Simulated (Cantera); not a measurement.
## Catalytic combustion on Pt

An isothermal plug-flow reactor at 900 K and 4.24 atm (inlet), inlet velocity 2.1 m/s, active area per volume 280 1/m; feed 1.35 % CO, 9.79 % O2, 88.9 % N2.

Detailed kinetics in Cantera: Deutschmann's 1995 Pt surface mechanism with GRI-Mech 3.0 gas chemistry. Catalytic surfaces can have several steady states; this one follows from the mechanism file's or the stated starting coverage. Mass transfer to the wall is taken as infinitely fast.

```tsv
z (m)	x CO	x O2	x H2O	x CO2	θ free Pt	θ O*	θ CO*
3.8e-05	0.0130	0.0976	<1e-12	0.000518	0.246	0.0385	0.715
8.2e-05	0.0124	0.0973	<1e-12	0.00115	0.254	0.0415	0.704
0.00018	0.0108	0.0966	<1e-12	0.00273	0.278	0.0517	0.670
0.00038	0.00575	0.0943	<1e-12	0.00781	0.430	0.286	0.284
0.00082	0.00377	0.0934	<1e-12	0.00980	0.102	0.894	0.00381
0.0018	0.00265	0.0929	<1e-12	0.0109	0.0824	0.916	0.00172
0.0038	0.00158	0.0924	<1e-12	0.0120	0.0723	0.927	0.000778
```
x: gas mole fraction; θ: surface coverage.
